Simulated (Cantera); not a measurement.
An isothermal, constant-pressure homogeneous reactor starts with C2H6 : N2 = 6.7 : 92 (molar parts), at 1775 K and 6.75 Torr.

Model: GRI-Mech 3.0 (53 species, 325 reactions), integrated in Cantera. GRI-Mech 3.0 stops at C3 and has no aromatics, soot or wall deposition, so with more carbon than oxygen in the feed, carbon stays in small species such as C2H2 where larger ones or solid carbon would form. Radical loss at walls, strong at low pressure, is not modelled.

Predict: x(HCN) at 70.0 s; x(CH4) at 70.0 s; x(H) at 70.0 s; x(H2) at 70.0 s; x(C2H) at 70.0 s.


```
Quantity                                            Value
----------------  ---------------------------------------
x(HCN) at 70.0 s   9.78e-5 (gas-phase equilibrium 0.0776)
x(CH4) at 70.0 s  3.33e-6 (gas-phase equilibrium 3.72e-6)
x(H) at 70.0 s    0.00106 (gas-phase equilibrium 0.00106)
x(H2) at 70.0 s       0.119 (gas-phase equilibrium 0.119)
x(C2H) at 70.0 s  4.18e-6 (gas-phase equilibrium 1.47e-6)
```
